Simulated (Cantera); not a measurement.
Feed: 1 mol SiC, 4.9 mol H2, at 2373 K and 2.90 mbar.

Equilibrium computed with Cantera from the NASA thermochemical tables; the gas is ideal and each condensed phase is pure. Candidate condensed phases: C, C6H6, C7H8, C8H18, Si, SiC; 87 gas species. Gases not in the tables: Si2H6 and higher silanes. Rates play no part.

Base state: H2 0.650, H 0.209, Si 0.105, SiC2 0.0185, Si2C 0.0106, C2H2 (acetylene) 0.00400, SiH 0.00148, Si2 0.000402 (mole fractions); condensed: C(graphite) + SiC(s).

What changes in the equilibrium state with this change: pressure from 2.90 mbar to 3.30 mbar?


```tsv
species	before	after
H2	0.650	0.676
H	0.209	0.200
Si	0.105	0.0924
Si2C	0.0106	0.00934
SiC2	0.0185	0.0163
C3	2.13e-5	1.87e-5
Si2	0.000402	0.000353
C(graphite), mol	0.589	0.496
SiC(s), mol	0.0499	0.187
```

What changes in the equilibrium state with this change: pressure from 2.90 mbar to 44.0 Pa?


```json
[
 {"species": "H", "before": "0.209", "after": "0.436"},
 {"species": "H2", "before": "0.650", "after": "0.430"},
 {"species": "Si", "before": "0.105", "after": "0.109"},
 {"species": "Si2C", "before": "0.0106", "after": "0.00175"},
 {"species": "SiC2", "before": "0.0185", "after": "0.0193"},
 {"species": "Si3", "before": "1.28e-5", "after": "3.31e-7"},
 {"species": "SiH2", "before": "7.18e-5", "after": "7.49e-6"},
 {"species": "C", "before": "9.11e-6", "after": "6.01e-5"},
 {"species": "C2", "before": "1.92e-6", "after": "1.26e-5"},
 {"species": "C3", "before": "2.13e-5", "after": "0.000140"},
 {"species": "C(graphite), mol", "before": "0.589", "after": "0.650"},
 {"species": "SiC(s), mol", "before": "0.0499", "after": "0"}
]
```

What changes in the equilibrium state with this change: pressure from 2.90 mbar to 13.3 mbar?


```json
[
 {"species": "H2", "before": "0.650", "after": "0.853"},
 {"species": "H", "before": "0.209", "after": "0.112"},
 {"species": "Si", "before": "0.105", "after": "0.0229"},
 {"species": "Si2C", "before": "0.0106", "after": "0.00231"},
 {"species": "SiC2", "before": "0.0185", "after": "0.00403"},
 {"species": "C3", "before": "2.13e-5", "after": "4.63e-6"},
 {"species": "Si2", "before": "0.000402", "after": "8.75e-5"},
 {"species": "SiC", "before": "2.44e-5", "after": "5.30e-6"},
 {"species": "Si3", "before": "1.28e-5", "after": "2.78e-6"},
 {"species": "C(graphite), mol", "before": "0.589", "after": "0.0620"},
 {"species": "SiC(s), mol", "before": "0.0499", "after": "0.825"}
]
```
